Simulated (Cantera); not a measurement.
Stirred combustor or abatement burner

A perfectly stirred reactor is fed with 17.1 % H2, 17.4 % O2, 65.5 % N2, equivalence ratio 0.49, at 10.0 bar; it is adiabatic with a 300 K inlet, and is followed from long to short residence time, starting on the burning branch (τ in s: 0.077, 0.036, 0.017, 0.0079, 0.0037, 0.0017, 0.00081, 0.00038, 0.00018, 8.4e-05, 3.9e-05, 1.8e-05, 8.6e-06).

Detailed kinetics in Cantera: the H2/O2 subset of GRI-Mech 3.0, which has no nitrogen chemistry. The hydrogen kinetics of GRI-Mech 3.0 are dated; newer H2 mechanisms differ, most at raised pressure.

```json
[
 {"τ (s)": "0.077", "T (K)": "1625", "x H2": "3.94e-5", "x O2": "0.0970", "x O": "5.61e-6", "x OH": "0.000221", "x H": "3.25e-7", "x H2O": "0.186", "x H2O2": "1.86e-7"},
 {"τ (s)": "0.036", "T (K)": "1624", "x H2": "6.89e-5", "x O2": "0.0970", "x O": "8.32e-6", "x OH": "0.000263", "x H": "6.42e-7", "x H2O": "0.186", "x H2O2": "2.59e-7"},
 {"τ (s)": "0.017", "T (K)": "1624", "x H2": "0.000119", "x O2": "0.0970", "x O": "1.27e-5", "x OH": "0.000316", "x H": "1.28e-6", "x H2O": "0.186", "x H2O2": "3.65e-7"},
 {"τ (s)": "0.0079", "T (K)": "1623", "x H2": "0.000208", "x O2": "0.0970", "x O": "2.01e-5", "x OH": "0.000382", "x H": "2.64e-6", "x H2O": "0.186", "x H2O2": "5.25e-7"},
 {"τ (s)": "0.0037", "T (K)": "1621", "x H2": "0.000362", "x O2": "0.0970", "x O": "3.22e-5", "x OH": "0.000462", "x H": "5.44e-6", "x H2O": "0.186", "x H2O2": "7.53e-7"},
 {"τ (s)": "0.0017", "T (K)": "1619", "x H2": "0.000639", "x O2": "0.0971", "x O": "5.31e-5", "x OH": "0.000560", "x H": "1.14e-5", "x H2O": "0.186", "x H2O2": "1.10e-6"},
 {"τ (s)": "0.00081", "T (K)": "1615", "x H2": "0.00110", "x O2": "0.0972", "x O": "8.66e-5", "x OH": "0.000668", "x H": "2.32e-5", "x H2O": "0.185", "x H2O2": "1.57e-6"},
 {"τ (s)": "0.00038", "T (K)": "1608", "x H2": "0.00191", "x O2": "0.0975", "x O": "0.000143", "x OH": "0.000795", "x H": "4.75e-5", "x H2O": "0.184", "x H2O2": "2.30e-6"},
 {"τ (s)": "0.00018", "T (K)": "1597", "x H2": "0.00331", "x O2": "0.0980", "x O": "0.000232", "x OH": "0.000936", "x H": "9.55e-5", "x H2O": "0.182", "x H2O2": "3.39e-6"},
 {"τ (s)": "8.4e-5", "T (K)": "1577", "x H2": "0.00587", "x O2": "0.0991", "x O": "0.000366", "x OH": "0.00108", "x H": "0.000191", "x H2O": "0.179", "x H2O2": "5.23e-6"},
 {"τ (s)": "3.9e-5", "T (K)": "1537", "x H2": "0.0113", "x O2": "0.101", "x O": "0.000517", "x OH": "0.00114", "x H": "0.000364", "x H2O": "0.173", "x H2O2": "9.34e-6"},
 {"τ (s)": "1.8e-5", "T (K)": "300", "x H2": "0.171", "x O2": "0.174", "x O": "<1e-12", "x OH": "<1e-12", "x H": "<1e-12", "x H2O": "<1e-12", "x H2O2": "<1e-12"},
 {"τ (s)": "8.6e-6", "T (K)": "300", "x H2": "0.171", "x O2": "0.174", "x O": "<1e-12", "x OH": "<1e-12", "x H": "<1e-12", "x H2O": "<1e-12", "x H2O2": "<1e-12"}
]
```
x: mole fraction; the columns are a selection and need not sum to one.
